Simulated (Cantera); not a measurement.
Charge: 1 mol Si, 0.93 mol HCl, 2.2 mol H₂, equilibrated at 0.100 bar.

Equilibrium computed with Cantera from the NASA thermochemical tables; the gas is ideal and each condensed phase is pure. Candidate condensed phases: Si; 19 gas species. The tables' values for SiCl₃ are old estimates; treat these amounts as uncertain. Equilibrium is a limit: real reactors are often held back by kinetics, nucleation or transport.

Task: At 723 K, list the 4 most abundant gas species with their mole fractions, and the condensed phases.

Result: H₂ 0.912, SiCl₄ 0.0619, SiHCl₃ 0.0245, HCl 0.000689. Condensed: Si(s).
